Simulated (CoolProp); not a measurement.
cis-2-butene at several states: Z from the reference equation and from simpler models built on Tc = 435.8 K, pc = 4236 kPa, ω = 0.202; each cubic takes its own stable root.

Values from CoolProp's reference Helmholtz-energy equation of state, Lemmon 2005. It is a short technical equation, of lower accuracy than the large ones.

| T (K) | p (kPa) | phase | reference | van der Waals | Redlich-Kwong | Soave-Redlich-Kwong | Peng-Robinson |
|---|---|---|---|---|---|---|---|
| 477.3 | 31.9 | gas | 0.9981 | 0.9982 | 0.9980 | 0.9981 | 0.9978 |
| 326.6 | 41.2 | gas | 0.9911 | 0.9943 | 0.9925 | 0.9920 | 0.9915 |
| 460.3 | 24000 | supercritical | ? | 0.9800 | 0.7793 | 0.7861 | ? |
| 511.3 | 20000 | supercritical | 0.6661 | ? | ? | ? | 0.6665 |

Question: What belongs in the gaps?

Answer: 
- 460.3, reference: 0.7349
- 460.3, Peng-Robinson: 0.7088
- 511.3, van der Waals: 0.8206
- 511.3, Redlich-Kwong: 0.7006
- 511.3, Soave-Redlich-Kwong: 0.7292
